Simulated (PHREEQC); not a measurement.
Make-up at 25 °C: 1.7 mmol/kgw (NH4)2SiF6. Closed to the air; pH follows from the charge balance.

Model: ion-association model, phreeqc.dat, run in PHREEQC.

The pH is 3.23, the ionic strength comes out as 0.00525 mol/kgw and the total alkalinity comes out as -6.80 meq/kg.

```
species  molality  activity   log γ
-------  --------  --------  ------
NH4+      0.00340   0.00314  -0.035
F-        0.00159   0.00147  -0.034
HF        0.00130   0.00130   0.001
SiF6-2    0.00122  0.000897  -0.132
H+       0.000631  0.000589  -0.030
H4SiO4   0.000484  0.000485   0.001
HF2-      7.93e-6   7.34e-6  -0.034
NH3       3.03e-9   3.04e-9   0.001
```

No solid was allowed to form. Examples of supersaturated solids here: Quartz (slow to form), Chalcedony (slow to form). Others may be too. SiF6-2 is the database's only silicon fluoride.
